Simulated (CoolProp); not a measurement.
Values from CoolProp's reference Helmholtz-energy equation of state, Leachman 2009.

Question: Give the vapour pressure (MPa), vapour density (kg/m³), surface tension (mN/m), vapour viscosity (µPa s) of saturated normal hydrogen at 22.3, 23.9, 31.4 K.

Answer: 
```csv
T (K),p (MPa),vapour density (kg/m³),surface tension (mN/m),vapour viscosity (µPa s)
22.3,0.172,2.16,1.58,1.11
23.9,0.252,3.09,1.31,1.20
31.4,1.00,14.2,0.164,1.94
```

Viscosity comes from a separate model (Muzny 2013). Surface tension comes from a separate correlation (Mulero 2012).
